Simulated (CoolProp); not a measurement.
Vapour-liquid equilibrium of acetone (1) + n-dodecane (2) at 0.227 MPa; x and y are mole fractions of (1).

The numbers come from the multi-fluid Helmholtz-energy mixture model, Lemmon 2006 and Lemmon 2004; pair parameters Bell 2016 in CoolProp.

```tsv
x	bubble temperature, mixture model (K)	bubble temperature, Raoult's law (K)	y, mixture model	y, Raoult's law
0.05	491.1	479.3	0.529	0.669
0.15	427.8	433.5	0.924	0.920
0.25	394.5	410.2	0.980	0.968
0.35	378.4	395.5	0.991	0.984
0.45	370.6	385.0	0.994	0.992
0.55	366.8	377.0	0.995	0.995
0.65	364.5	370.6	0.996	0.997
0.75	362.4	365.2	0.997	0.998
0.85	359.9	360.7	0.998	0.999
0.95	356.8	356.7	0.999	1.000
```

The largest gap from Raoult's law is -17.1 K in bubble temperature, at x = 0.35. No azeotrope shows between x = 0.05 and 0.95.

The pair parameters rest on a limited set of measurements; away from them the model extrapolates. The gap from Raoult's law changes sign with composition, which may be real or a fault of the pair parameters; it wasn't checked against measurements.
